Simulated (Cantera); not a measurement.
Cantera run, input and output.

```python
import numpy as np
import cantera as ct

gas = ct.Solution("gri30.yaml")
gas.TP = 300, 100000
flame = ct.CounterflowDiffusionFlame(gas, width=0.02)
flame.fuel_inlet.X, flame.fuel_inlet.T = {'CH3OH': 1}, 600
flame.oxidizer_inlet.X, flame.oxidizer_inlet.T = {'O2': 0.21, 'N2': 0.79}, 800
flame.set_refine_criteria(ratio=3, slope=0.12, curve=0.24, prune=0.03)
show = ['OH', 'H', 'NO', 'CO', 'C2H2']

rows = []
print(f"{'mdot':>8s}{'a_max':>10s}{'a_mean':>10s}{'Tmax/K':>9s}" + "".join(f"{s:>11s}" for s in show) + "   (peak mole fractions)")
for i, mdot in enumerate([0.25, 0.35, 0.49, 0.68, 0.94, 1.3, 1.8, 2.6, 3.6]):  # kg/m2/s on the oxidiser side
    flame.oxidizer_inlet.mdot, flame.fuel_inlet.mdot = mdot, 1.4 * mdot
    flame.solve(loglevel=0, auto=(i == 0))
    if flame.T.max() < max(600, 800) + 100:
        print(f"{mdot:8.3g}  no burning solution found from the previous one")
        break
    dT = np.abs(np.gradient(flame.T, flame.grid))
    rows.append([flame.strain_rate("max"), flame.strain_rate("mean"), flame.T.max(),
                 *(flame.X[gas.species_index(s)].max() for s in show), max(dT[0], dT[-1]) / dT.max()])
    print(f"{mdot:8.3g}{rows[-1][0]:10.1f}{rows[-1][1]:10.1f}{rows[-1][2]:9.1f}" + "".join(f"{x:11.3e}" for x in rows[-1][3:-1]))
```

Result:

```
    mdot     a_max    a_mean   Tmax/K         OH          H         NO         CO       C2H2   (peak mole fractions)
    0.25     238.4      56.1   2266.3  1.333e-02  8.380e-03  2.157e-04  2.035e-01  1.440e-04
    0.35     324.5      78.5   2226.8  1.358e-02  9.352e-03  1.564e-04  2.016e-01  1.828e-04
    0.49     442.2     109.9   2182.8  1.365e-02  1.035e-02  1.134e-04  1.994e-01  2.286e-04
    0.68     598.3     152.5   2135.3  1.354e-02  1.129e-02  8.391e-05  1.965e-01  2.798e-04
    0.94     808.5     210.8   2089.4  1.340e-02  1.225e-02  6.557e-05  1.937e-01  3.377e-04
     1.3    1098.3     291.5   2046.2  1.324e-02  1.322e-02  5.355e-05  1.910e-01  4.014e-04
     1.8    1497.1     403.7   2004.1  1.301e-02  1.418e-02  4.475e-05  1.884e-01  4.658e-04
     2.6    2130.1     583.1   1951.5  1.247e-02  1.504e-02  3.623e-05  1.843e-01  5.231e-04
     3.6    2915.1     807.3   1907.1  1.186e-02  1.560e-02  2.985e-05  1.803e-01  5.483e-04
```

Cantera simulation using GRI-Mech 3.0 (53 species, 325 reactions); the numbers are that mechanism's predictions, not measurements. GRI-Mech 3.0 was tuned for natural gas; its chemistry of methanol as a main component is partial and can be far from experiment. GRI-Mech 3.0 has no aromatics or soot, which form on the fuel side of real flames. The maximum strain rate includes the flame's own expansion and is several times the mean.
